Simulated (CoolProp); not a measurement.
Properties of normal hydrogen along the isobar 4180 kPa.

The numbers come from the reference Helmholtz-energy equation of state, Leachman 2009 in CoolProp.

```
T (K)          phase  expansivity (1/kK)  Prandtl number
-----  -------------  ------------------  --------------
27.8          liquid               17.14            1.14
53     supercritical               38.54            1.04
78.1   supercritical               16.19           0.740
103.3  supercritical               10.69           0.698
128.5  supercritical               8.134           0.688
153.6  supercritical               6.625           0.684
178.8  supercritical               5.610           0.681
204    supercritical               4.876           0.679
229.2  supercritical               4.319           0.678
254.3  supercritical               3.882           0.677
279.5  supercritical               3.526           0.677
304.7  supercritical               3.231           0.677
329.8  supercritical               2.984           0.676
```

Viscosity comes from a separate model (Muzny 2013). Thermal conductivity comes from a separate model (Assael 2011).
